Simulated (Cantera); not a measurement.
Feed: 1 mol SiH4, 4.8 mol NH3, equilibrated at 7.70 mbar.

These are equilibrium values from Cantera (NASA tables, ideal gas, pure condensed phases), not measurements of a reactor. Candidate condensed phases: Si, Si3N4; 18 gas species. The numbers say what is thermodynamically allowed, not how fast it happens. All values below are at 1625 K.

Base state: H2 0.841, N2 0.158, H 0.000737, Si 1.10e-5 (mole fractions); condensed: Si3N4(s).

Q: What changes in the equilibrium state with this change: SiH4 replaced by Si2Cl6?

A: 
```tsv
species	before	after
H2	0.841	0.481
HCl	0	0.198
N2	0.158	0.180
SiCl2	0	0.136
SiCl3	0	0.00404
SiCl4	0	0.000279
Cl	0	0.000180
SiHCl3	0	0.000106
SiCl	0	6.91e-5
Si3N4(s), mol	0.333	0.0855
```
The feed counts by its element totals alone. The tables' values for SiCl3, SiCl are old estimates; treat these amounts as uncertain. Further candidate phases: NH4Cl.

Q: What changes in the equilibrium state with this change: 0.81 mol O2 added?

A: 
```csv
species,before,after
H2,0.841,0.767
N2,0.158,0.200
SiO,0,0.0319
H2O,0,0.000150
Si,1.10e-5,7.17e-8
H,0.000737,0.000704
"Si3N4(s), mol",0.333,0
"SiO2(β-quartz), mol",0,0.618
```
The tables hold silica as quartz up to 1696 K and as liquid above; real silica turns to tridymite and cristobalite and melts near 1996 K. Further candidate phases: H2O, SiO2, Si2N2O.
